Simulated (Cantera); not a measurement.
## Premixed flame

A freely propagating, adiabatic, planar premixed flame of H2 : O2 : N2 = 1.3 : 0.385 : 1.45 (molar parts), equivalence ratio 1.7, unburnt at 575 K and 0.230 bar; mixture-averaged transport, grid criteria slope 0.08 and curve 0.16, no radiation.

Detailed kinetics in Cantera: the H2/O2 subset of GRI-Mech 3.0, which has no nitrogen chemistry. Burning velocities carry a grid error of a few per cent, more on coarse grids.

```
z (mm)  T (K)  u (m/s)   x H2     x O2       x O   x H2O2       x H      x OH
------  -----  -------  -----  -------  --------  -------  --------  --------
-8.91     575     7.00  0.415    0.123     <1e-8    <1e-8     <1e-8     <1e-8
-5.94     575     7.00  0.415    0.123     <1e-8    <1e-8     <1e-8     <1e-8
-4.46     575     7.00  0.415    0.123     <1e-8    <1e-8     <1e-8     <1e-8
-2.97     575     7.00  0.415    0.123     <1e-8    <1e-8   1.81e-7     <1e-8
-1.49     586     7.13  0.413    0.123   9.83e-6  8.99e-7  0.000415   4.20e-5
-0.743    739     8.87  0.386    0.118  0.000270  1.43e-6    0.0114  0.000375
0        1139     13.3  0.247   0.0700   0.00540  6.06e-7    0.0795   0.00262
0.743    1404     16.2  0.141   0.0115   0.00595  5.10e-7     0.122   0.00527
1.49     1508     17.3  0.134  0.00463   0.00494  4.19e-7     0.118   0.00630
2.97     1623     18.5  0.142  0.00354   0.00450  3.06e-7     0.104   0.00747
5.94     1756     19.8  0.151  0.00279   0.00379  1.84e-7    0.0862   0.00843
11.9     1895     21.1  0.159  0.00198   0.00284  9.82e-8    0.0683   0.00880
23.8     2028     22.4  0.167  0.00124   0.00186  5.12e-8    0.0513   0.00833
```
x: mole fraction of selected species; z is measured from the peak of heat release.

```
Item                        Result
------------------------  --------
laminar burning velocity  700 cm/s
thermal thickness          2.97 mm
peak x(O)                  0.00700
peak x(H2O2)               1.80e-6
peak x(H)                    0.123
peak x(OH)                 0.00881
```
